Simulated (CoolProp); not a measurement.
Vapour-liquid equilibrium of benzene (1) + octamethylcyclotetrasiloxane (D4) (2) at 0.446 MPa; x and y are mole fractions of (1).

Model: multi-fluid Helmholtz-energy mixture model, Thol 2012 and Thol 2015; pair parameters Bell 2016, in CoolProp.

```tsv
x	bubble temperature (°C)	y at the bubble point	dew temperature at overall composition x (°C)	liquid density (mol/L)
0.05	237.7	0.144	242.7	2.343
0.125	225.6	0.349	238.7	2.578
0.2	213.4	0.522	234.6	2.838
0.275	201.8	0.655	230.2	3.124
0.35	191.2	0.753	225.6	3.439
0.425	181.8	0.823	220.5	3.789
0.5	173.6	0.873	215.1	4.183
0.575	166.4	0.910	209.1	4.633
0.65	160.0	0.937	202.3	5.157
0.725	154.3	0.958	194.5	5.777
0.8	149.0	0.974	185.1	6.524
0.875	144.2	0.986	173.3	7.442
0.95	139.9	0.996	156.6	8.596
```

No azeotrope shows between x = 0.05 and 0.95.

The pair parameters rest on a limited set of measurements; away from them the model extrapolates.
